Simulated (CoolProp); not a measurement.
The numbers come from the reference Helmholtz-energy equation of state, Aleksandrov 2011 in CoolProp. It is a short technical equation, of lower accuracy than the large ones.

Q: For n-undecane, give the phase and the cp (kJ/(kg K)), cv (kJ/(kg K)), isothermal compressibility (1/MPa), fugacity coefficient at 518.4 K and 2.84 MPa.

A: 
- 518.4 K and 2.84 MPa: liquid; cp 3.07, cv 2.64, isothermal compressibility 0.00656, fugacity coefficient 0.108
